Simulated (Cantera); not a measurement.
Mixture: CO : H₂ : O₂ : N₂ = 1 : 0.31 : 0.385 : 1.04 (molar parts), equivalence ratio 1.7, at 620000 Pa, adiabatic and at constant volume. Ignition delay is the time to a rise of 400 K.

Cantera simulation using GRI-Mech 3.0 (53 species, 325 reactions); the numbers are that mechanism's predictions, not measurements. The hydrogen kinetics of GRI-Mech 3.0 are dated; newer H2 mechanisms differ, most at raised pressure. Below about 950 K walls govern HO2 and H2O2 in real vessels.

### Question
What does this change do: H2 0.31 to 0.14 parts?

### Answer
```csv
quantity,before,after
delay at 900 K,27.5 ms,28.7 ms
delay at 975 K,3.32 ms,3.43 ms
delay at 1050 K,0.471 ms,0.501 ms
delay at 1125 K,69.2 µs,81.0 µs
delay at 1200 K,17.8 µs,22.6 µs
delay at 1275 K,8.59 µs,11.1 µs
```

### Question
What does this change do: pressure from 620000 Pa to 3000000 Pa?

### Answer
| quantity | before | after |
|---|---|---|
| delay at 900 K | 27.5 ms | 15.5 ms |
| delay at 975 K | 3.32 ms | 2.40 ms |
| delay at 1050 K | 0.471 ms | 0.484 ms |
| delay at 1125 K | 69.2 µs | 0.118 ms |
| delay at 1200 K | 17.8 µs | 33.0 µs |
| delay at 1275 K | 8.59 µs | 10.1 µs |
The pressure lies above the range GRI-Mech 3.0 was tuned for (to about 10 atm).

### Question
What does this change do: pressure from 620000 Pa to 500000 Pa?

### Answer
| quantity | before | after |
|---|---|---|
| delay at 900 K | 27.5 ms | 28.4 ms |
| delay at 975 K | 3.32 ms | 3.24 ms |
| delay at 1050 K | 0.471 ms | 0.405 ms |
| delay at 1125 K | 69.2 µs | 57.6 µs |
| delay at 1200 K | 17.8 µs | 18.2 µs |
| delay at 1275 K | 8.59 µs | 9.77 µs |
